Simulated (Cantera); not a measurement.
Feed: 1 mol AlI₃, 0.6 mol N₂O, 130 mol H₂, held at 2175 K and 1800 Pa.

These are equilibrium values from Cantera (NASA tables, ideal gas, pure condensed phases), not measurements of a reactor. Candidate condensed phases: Al, AlI₃, AlN, Al₂O₃, H₂O, I₂; 41 gas species. The tables' values for AlOH are old estimates; treat these amounts as uncertain. Kinetics and transport are ignored.

Base state: H₂ 0.934, H 0.0352, I 0.0189, N₂ 0.00440, AlI 0.00211, Al 0.00199, H₂O 0.00117, HI 0.000975 (mole fractions); condensed: Al₂O₃(s).

Q: What changes in the equilibrium state with this change: 0.34 mol O₂ added?

A: 
```tsv
species	before	after
H₂	0.934	0.935
H	0.0352	0.0352
I	0.0189	0.0200
AlI	0.00211	0.00104
Al	0.00199	0.000927
Al₂O	0.000741	0.000268
AlH	5.07e-5	2.36e-5
Al₂O₃(s), mol	0.106	0.321
```
